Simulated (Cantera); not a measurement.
Charge: 1 mol SiCl4, 2.8 mol HCl, 1400 mol H2, held at 4.43 Torr.

Method: chemical equilibrium by Gibbs-energy minimisation in Cantera with the NASA 1993 tables (ideal gas, pure condensed phases). Candidate condensed phases: Si; 19 gas species. The numbers say what is thermodynamically allowed, not how fast it happens.

At 2373 K, list the 5 most abundant gas species with their mole fractions, and the condensed phases.

H2 0.829, H 0.166, HCl 0.00388, Si 0.000635, Cl 0.000554. Condensed: gas only.
